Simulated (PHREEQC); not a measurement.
PHREEQC input (ion-association model, wateq4f.dat):

```
SOLUTION_MASTER_SPECIES
  An  An-  0  An  62.0  # stands for a non-complexing anion
SOLUTION_SPECIES
  An- = An-
    -log_k 0
    -gamma 3.0 0
  PO4-3 + 3H+ = H3PO4  # constants of phreeqc.dat
    -log_k 21.721
    -delta_h -10.1 kJ
PHASES
  Fix_H+
    H+ = H+
    -log_k 0
SOLUTION 1
  temp 25
  units mmol/kgw
  pH 7 charge
  P 6.6e-05
  Na 50.0493
  F 0.0052
  As(5) 0.022
  An 50
END
SELECTED_OUTPUT 1
  -reset false
  -pH true
  -pe true
  -ionic_strength true
  -water true
  -totals As F Na P As(3) As(5)
  -molalities Hfo_wOH Hfo_wOH2+ Hfo_wO- Hfo_sOH Hfo_sOH2+ Hfo_sO- Hfo_wH2AsO4 Hfo_wHAsO4- Hfo_wOHAsO4-3 Hfo_wH2PO4
    Hfo_wHPO4- Hfo_wPO4-2 Hfo_wF Hfo_wOHF-
USER_PUNCH 1
  -headings sigma psi
  10 PUNCH EDL("sigma", "Hfo"), EDL("psi", "Hfo")
PRINT
  -reset false
USE solution 1
SURFACE 1
  Hfo_wOH 2.69663e-05 600 0.012
  Hfo_sOH 6.74157e-07
EQUILIBRIUM_PHASES 1
  Fix_H+ -4 HAn 10
    -force_equality true
  O2(g) -0.68 10
END
# ... the last block is repeated for the other 16 points of pH, with NaOH or the acid as the point needs
```

Selected output (columns that matter, 15 of 17 rows; pH added in front):

```
pH	mu	As	F	Na	P	m_Hfo_wOH	m_Hfo_wOH2+	m_Hfo_wO-	m_Hfo_sOH	m_Hfo_sOH2+	m_Hfo_sO-	m_Hfo_wH2AsO4	sigma	psi
4	0.050168	1.4222e-06	5.1907e-06	0.050049	1.8078e-08	4.9644e-08	6.2816e-06	8.9879e-12	5.2861e-09	6.6887e-07	9.5705e-13	1.7234e-05	0.04823	0.070265
4.38	0.050099	1.87e-06	5.1932e-06	0.050049	2.2231e-08	8.0969e-08	6.7048e-06	2.24e-11	8.0441e-09	6.6611e-07	2.2254e-12	1.5527e-05	0.036945	0.058679
4.75	0.050071	2.4563e-06	5.1953e-06	0.050049	2.6876e-08	1.2716e-07	7.2515e-06	5.1085e-11	1.1618e-08	6.6253e-07	4.6674e-12	1.3662e-05	0.027044	0.046374
5.12	0.050059	3.1769e-06	5.1968e-06	0.050049	3.1637e-08	1.9812e-07	7.9074e-06	1.1371e-10	1.6478e-08	6.5767e-07	9.4577e-12	1.1653e-05	0.018448	0.033653
5.88	0.050051	4.9452e-06	5.1985e-06	0.050049	4.0239e-08	4.9951e-07	9.3841e-06	6.091e-10	3.4069e-08	6.4005e-07	4.1544e-11	7.3869e-06	0.004131	0.008054
6.25	0.050051	5.8964e-06	5.1989e-06	0.050049	4.3578e-08	8.0368e-07	1.0034e-05	1.4747e-09	4.9986e-08	6.2408e-07	9.1717e-11	5.4157e-06	-0.0017053	-0.003336
6.62	0.050052	6.9392e-06	5.1992e-06	0.050049	4.651e-08	1.3373e-06	1.0544e-05	3.8854e-09	7.5853e-08	5.9808e-07	2.2039e-10	3.6355e-06	-0.0069311	-0.013416
7	0.050054	8.2465e-06	5.1993e-06	0.050049	4.9506e-08	2.3423e-06	1.0842e-05	1.1592e-08	1.1966e-07	5.539e-07	5.9224e-10	2.1328e-06	-0.011703	-0.022211
7.38	0.050056	1.0079e-05	5.1994e-06	0.050049	5.3134e-08	4.1201e-06	1.0876e-05	3.5758e-08	1.8479e-07	4.8777e-07	1.6037e-09	1.0755e-06	-0.016368	-0.030261
7.75	0.050059	1.2505e-05	5.1995e-06	0.050049	5.7347e-08	6.763e-06	1.06e-05	9.8852e-08	2.6111e-07	4.0923e-07	3.8165e-09	4.6524e-07	-0.021731	-0.038756
8.12	0.050062	1.5089e-05	5.1996e-06	0.050049	6.1161e-08	1.0065e-05	9.7475e-06	2.3807e-07	3.3841e-07	3.2775e-07	8.0046e-09	1.6365e-07	-0.028456	-0.048277
8.88	0.050072	1.8586e-05	5.1998e-06	0.050055	6.5024e-08	1.6358e-05	6.2053e-06	9.8782e-07	4.6825e-07	1.7763e-07	2.8277e-08	1.0345e-08	-0.04701	-0.069156
9.25	0.050088	1.9479e-05	5.1998e-06	0.050071	6.5587e-08	1.8302e-05	4.3992e-06	1.7442e-06	5.0473e-07	1.2132e-07	4.8103e-08	2.2072e-09	-0.058665	-0.079322
9.62	0.050121	2.0145e-05	5.1999e-06	0.050103	6.5828e-08	1.9276e-05	2.9252e-06	2.9097e-06	5.175e-07	7.8535e-08	7.8119e-08	4.3237e-10	-0.072499	-0.089394
10	0.050197	2.0719e-05	5.1999e-06	0.050178	6.5932e-08	1.922e-05	1.8227e-06	4.6429e-06	5.0446e-07	4.7839e-08	1.2186e-07	7.4562e-11	-0.089771	-0.099794
```

Species that the database lacks are ignored. H3PO4, which wateq4f.dat lacks, is added to it with the constant of phreeqc.dat.
